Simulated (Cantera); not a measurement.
# Stirred combustor or abatement burner

A perfectly stirred reactor is fed with 27.8 % CO, 1.75 % H2, 14.8 % O2, 55.6 % N2, equivalence ratio 1.0, at 3980 Torr; it is adiabatic with a 450 K inlet, and is followed from long to short residence time, starting on the burning branch (τ in s: 0.038, 0.02, 0.01, 0.0054, 0.0028, 0.0015, 0.00076, 0.00039, 0.00021, 0.00011, 5.6e-05).

Model: GRI-Mech 3.0 (53 species, 325 reactions), integrated in Cantera. The hydrogen kinetics of GRI-Mech 3.0 are dated; newer H2 mechanisms differ, most at raised pressure.

| τ (s) | T (K) | x CO | x H2 | x O2 | x H2O | x N2O |
|---|---|---|---|---|---|---|
| 0.038 | 2496 | 0.0395 | 0.000420 | 0.0163 | 0.0185 | 6.93e-7 |
| 0.020 | 2488 | 0.0409 | 0.000435 | 0.0172 | 0.0184 | 7.29e-7 |
| 0.010 | 2471 | 0.0434 | 0.000465 | 0.0187 | 0.0182 | 7.99e-7 |
| 0.0054 | 2445 | 0.0471 | 0.000510 | 0.0208 | 0.0180 | 9.02e-7 |
| 0.0028 | 2404 | 0.0530 | 0.000583 | 0.0240 | 0.0176 | 1.05e-6 |
| 0.0015 | 2349 | 0.0604 | 0.000680 | 0.0278 | 0.0172 | 1.21e-6 |
| 0.00076 | 2273 | 0.0700 | 0.000813 | 0.0324 | 0.0166 | 1.35e-6 |
| 0.00039 | 2186 | 0.0806 | 0.000963 | 0.0373 | 0.0159 | 1.41e-6 |
| 0.00021 | 2094 | 0.0913 | 0.00111 | 0.0421 | 0.0152 | 1.40e-6 |
| 0.00011 | 1983 | 0.104 | 0.00126 | 0.0477 | 0.0144 | 1.36e-6 |
| 5.6e-5 | 1840 | 0.120 | 0.00139 | 0.0556 | 0.0137 | 1.31e-6 |
x: mole fraction; the columns are a selection and need not sum to one.
